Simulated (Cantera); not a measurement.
**Tantalum, niobium, vanadium and zirconium in process gases: Nb + N2O + N2**

Charge: 1 mol Nb, 8.5 mol N2O, 9.7 mol N2, held at 2648 K.

These are equilibrium values from Cantera (NASA tables, ideal gas, pure condensed phases), not measurements of a reactor. Candidate condensed phases: Nb, NbO, NbO2, Nb2O5; 12 gas species. Condensed phases not in the tables: the oxides between NbO2 and Nb2O5. The numbers say what is thermodynamically allowed, not how fast it happens.

| P (Pa) | log p N2 | log p O | log p O2 | log p NbO2 | log p NbO | log p NO | n Nb2O5(l) |
|---|---|---|---|---|---|---|---|
| 0.100 | -6.16 | -6.56 | -10.04 | -8.18 | -7.51 | -9.24 | 0 |
| 1 | -5.16 | -5.59 | -8.09 | -6.59 | -6.90 | -7.77 | 0 |
| 10 | -4.15 | -4.62 | -6.17 | -5.43 | -6.70 | -6.30 | 0 |
| 100 | -3.14 | -3.75 | -4.42 | -4.39 | -6.54 | -4.92 | 0 |
| 1000 | -2.12 | -3.07 | -3.06 | -3.37 | -6.19 | -3.73 | 0 |
| 10000 | -1.08 | -2.51 | -1.94 | -2.95 | -6.34 | -2.66 | 0.378 |
| 100000 | -0.07 | -1.99 | -0.91 | -3.21 | -7.11 | -1.63 | 0.493 |
| 1000000 | 0.93 | -1.49 | 0.11 | -3.47 | -7.87 | -0.62 | 0.500 |
log p: log10 of the partial pressure in bar; n: condensed amount in mol.

From 0.000750 Torr to 7.50 Torr nothing is condensed. From 75.0 Torr to 7500 Torr the condensed part is Nb2O5(l). The main Nb-bearing gas is NbO at 0.000750 Torr and NbO2 at 7500 Torr.
